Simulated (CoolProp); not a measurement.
Vapour-liquid equilibrium of n-pentane (1) + cyclohexane (2) at 321 K; x and y are mole fractions of (1).

The numbers come from the multi-fluid Helmholtz-energy mixture model, Thol 2019 and Zhou 2014; pair parameters Bell 2016 in CoolProp.

| x | bubble pressure, mixture model (bar) | bubble pressure, Raoult's law (bar) | y, mixture model | y, Raoult's law |
|---|---|---|---|---|
| 0.05 | 0.4037 | 0.3923 | ___ | 0.190 |
| 0.2 | ___ | 0.5656 | ___ | 0.527 |
| 0.35 | ___ | 0.7389 | ___ | 0.706 |
| 0.5 | 0.9404 | 0.9122 | 0.807 | 0.817 |
| 0.65 | 1.104 | 1.085 | 0.880 | 0.892 |
| 0.8 | ___ | 1.259 | 0.938 | 0.947 |
| 0.95 | 1.433 | 1.432 | ___ | 0.988 |

Some entries are withheld; supply them.


- 0.05, y, mixture model: 0.209
- 0.2, bubble pressure, mixture model (bar): 0.5962
- 0.2, y, mixture model: 0.541
- 0.35, bubble pressure, mixture model (bar): 0.7729
- 0.35, y, mixture model: 0.705
- 0.8, bubble pressure, mixture model (bar): 1.267
- 0.95, y, mixture model: 0.986

The largest gap from Raoult's law is +5.4 % in bubble pressure, at x = 0.2. No azeotrope shows between x = 0.05 and 0.95.

The pair parameters rest on a limited set of measurements; away from them the model extrapolates.
